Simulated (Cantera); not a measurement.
Input (Python, Cantera) and output of one run.

```python
import numpy as np
import cantera as ct

gas_names = """
    F F2 H HF H2 H2F2 H3F3 H4F4 H5F5 H6F6 H7F7 N NF NF2 NF3 NH NH2 NH3 N2 N2H2 N2H4 Si SiF SiF2 SiF3
    SiF4 SiH SiHF3 SiH2 SiH2F2 SiH3 SiH3F SiH4 SiN Si2 Si2N Si3
""".split()
cond_names = """
    Si(cr) Si(L) Si3N4(a)
""".split()


def load(file, names, dense=False):
    # The tables refer to 1 bar. Condensed volumes are neglected.
    table = {s.name: s for s in ct.Species.list_from_file(file)}
    out = []
    for n in names:
        d = dict(table[n].input_data)
        d["thermo"] = dict(d["thermo"], **{"reference-pressure": 1e5})
        if dense:
            d["equation-of-state"] = {"model": "constant-volume", "density": "1e6 g/cm^3"}
        out.append(ct.Species.from_dict(d))
    return out


gas = ct.Solution(thermo="ideal-gas", species=load("nasa_gas.yaml", gas_names))
cond = {s.name: ct.Solution(thermo="fixed-stoichiometry", species=[s], name=s.name)
        for s in load("nasa_condensed.yaml", cond_names, dense=True)}
atoms = {
    'SiF4': {'Si': 1, 'F': 4},
    'N2': {'N': 2},
    'H2': {'H': 2},
}
top_T = {'Si3N4(a)': 2400}  # K; cautious upper limits of use, not melting points


def equilibrate(T, P, feed):
    n = {}
    for name, mol in feed.items():
        for a, k in atoms[name].items():
            n[a] = n.get(a, 0.0) + k * mol
    gas.TPX = T, P, n
    mass = sum(n.values()) * gas.mean_molecular_weight
    gas.equilibrate("TP")
    valid = [c for c in cond.values() if c.min_temp <= T <= top_T.get(c.name, c.max_temp)]
    mix = ct.Mixture([(gas, mass / gas.mean_molecular_weight)] + [(c, 0.0) for c in valid])
    mix.T, mix.P = T, P
    mix.equilibrate("TP", solver="vcs", rtol=1e-11, max_steps=5000)
    return mix


results = []
T = 773.15  # K
P = 68  # Pa
for m in [3.7, 10, 17, 23, 30, 36, 43, 49, 56]:
    feed = {'SiF4': 1, 'N2': 8.3, 'H2': m}  # mol
    mix = equilibrate(T, P, feed)
    results.append((T, P, feed, dict(zip(mix.species_names, mix.species_moles))))

top = {s: max(r[3][s] / sum(r[3][g] for g in gas_names) for r in results) for s in gas_names}
cols = sorted((s for s in top if top[s] > 0.0001), key=lambda s: -top[s])[:9]
seen = [c for c in cond_names if any(r[3].get(c, 0) > 1e-12 for r in results)]
print("log10 of partial pressures in bar; condensed amounts in mol")
print(f"{'n(H2)':>10s}" + "".join(f"{s[:9]:>10s}" for s in cols + seen))
for T, P, feed, n in results:
    ng = sum(n[g] for g in gas_names)
    print(f"{feed['H2']:10.4g}" + "".join(f"{np.log10(max(n[s] / ng * P / 1e5, 1e-99)):10.3f}" for s in cols)
          + "".join(f"{n.get(c, 0):10.4g}" for c in seen))
```

It prints:

```
log10 of partial pressures in bar; condensed amounts in mol
     n(H2)        H2        N2      SiF4  Si3N4(a)
       3.7    -3.713    -3.362    -4.282 5.704e-05
        10    -3.453    -3.534    -4.453 9.768e-05
        17    -3.357    -3.668    -4.588 0.0001314
        23    -3.315    -3.758    -4.677 0.0001561
        30    -3.285    -3.843    -4.762 0.0001818
        36    -3.267    -3.905    -4.824  0.000202
        43    -3.253    -3.967    -4.886 0.0002239
        49    -3.243    -4.014    -4.934 0.0002416
        56    -3.234    -4.063    -4.983 0.0002612
```

Equilibrium computed with Cantera from the NASA thermochemical tables; the gas is ideal and each condensed phase is pure. N2 is the only nitrogen source here; it is nearly inert below about 1500 K, so the nitride shown seldom forms there in practice.
